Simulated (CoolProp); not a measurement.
R407C along the isotherm 362.5 K: Z from the reference equation and from simpler models built on Tc = 359.3 K, pc = 4632 kPa, ω = 0.363; each cubic takes its own stable root.

Values from CoolProp's reference Helmholtz-energy equation of state, Lemmon 2003. It is a pseudo-pure fit of the blend.

| p (kPa) | phase | reference |
|---|---|---|
| 36.6 | gas | 0.9972 |
| 53.7 | gas | 0.9959 |
| 78.9 | gas | 0.9939 |
| 116 | gas | 0.9910 |
| 170 | gas | 0.9868 |
| 249 | gas | 0.9806 |
| 366 | gas | 0.9714 |
| 537 | gas | 0.9576 |
| 789 | gas | 0.9369 |
| 1160 | gas | 0.9054 |
| 1700 | gas | 0.8568 |
| 2490 | gas | 0.7783 |
| 3660 | gas | 0.6345 |
| 5370 | supercritical | 0.2218 |
| 7890 | supercritical | 0.2646 |
| 11600 | supercritical | 0.3557 |

Task: How far does each simpler model (van der Waals, Redlich-Kwong, Soave-Redlich-Kwong, Peng-Robinson) lie from the reference over these 16 states: mean and median of the absolute difference, and the worst?

Result: 
- van der Waals: mean 9.5 %, median 1.0 %, worst +44.9 % at 362.5 K and 7890 kPa
- Redlich-Kwong: mean 4.3 %, median 0.4 %, worst +22.9 % at 362.5 K and 5370 kPa
- Soave-Redlich-Kwong: mean 4.7 %, median 0.4 %, worst +26.5 % at 362.5 K and 5370 kPa
- Peng-Robinson: mean 2.0 %, median 0.1 %, worst +15.6 % at 362.5 K and 5370 kPa
